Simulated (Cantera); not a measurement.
Thermodynamics of abatement and gas-phase synthesis, feed HF + O2 + N2

Input: 1 mol HF, 0.066 mol O2, 0.2 mol N2, at 1602 °C.

These are equilibrium values from Cantera (NASA tables, ideal gas, pure condensed phases), not measurements of a reactor. Candidate condensed phases: H2O; 40 gas species. The ideal-gas law is rough above about 30 bar. The numbers say what is thermodynamically allowed, not how fast it happens.

| P (Pa) | x HF | x N2 | x O2 | x O | x F |
|---|---|---|---|---|---|
| 10 | 0.785 | 0.157 | 0.0481 | 0.00528 | 0.00225 |
| 200 | 0.788 | 0.157 | 0.0505 | 0.00121 | 0.00124 |
| 3900 | 0.789 | 0.157 | 0.0512 | 0.000276 | 0.000728 |
| 77000 | 0.789 | 0.157 | 0.0514 | 6.21e-5 | 0.000434 |
| 1500000 | 0.789 | 0.157 | 0.0515 | 1.41e-5 | 0.000262 |
| 30000000 | 0.788 | 0.158 | 0.0516 | 3.15e-6 | 0.000157 |
x: gas mole fraction; nothing condenses.

From 10.0 Pa to 300 bar nothing is condensed.
